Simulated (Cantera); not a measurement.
Feed: 1 mol Cu2O, 2.7 mol C, 7.2 mol N2, equilibrated at 0.540 Torr.

These are equilibrium values from Cantera (NASA tables, ideal gas, pure condensed phases), not measurements of a reactor. Candidate condensed phases: C, Cu, CuO, Cu2O; 27 gas species. The numbers say what is thermodynamically allowed, not how fast it happens.

Over these rows the condensed part is C(graphite) + Cu(s). Partial pressures as log10 of bar:

| T (K) | 1000/T (1/K) | log p CO2 | log p N2 | log p CO |
|---|---|---|---|---|
| 850 | 1.1765 | -6.78 | -3.20 | -4.06 |
| 925 | 1.0811 | ? | -3.20 | -4.06 |
| 1000 | 1.0000 | -8.36 | -3.20 | -4.06 |
| 1075 | 0.9302 | -8.98 | -3.20 | -4.06 |
| 1150 | 0.8696 | -9.52 | -3.20 | -4.06 |
| 1225 | 0.8163 | -9.99 | -3.20 | -4.06 |

Fit log p(CO2) = a + b·(1000/T) to the five rows, give the apparent enthalpy, and predict the row at 925 K.

Means: 1000/T = 0.9585, log p = -8.726. Sxy = 0.696933, Sxx = 0.0781712, so b = 8.92 and a = -8.726 − (8.92)×0.9585 = -17.28.
Apparent enthalpy: −19.145 × (8.92) = -171 kJ/mol. With the condensed phases at unit activity, 2 CO(g) = CO2(g) + C(graphite) links this pressure to the main gases: over the six rows their terms move log p by +0.00 in all, so the slope is close to that reaction's ΔH°. The five rows lie within 0.01 of the line.
Prediction at 925 K: -17.28 + (8.92)×1.0811 = -7.64. The computed value is -7.64, 0.00 from the line.
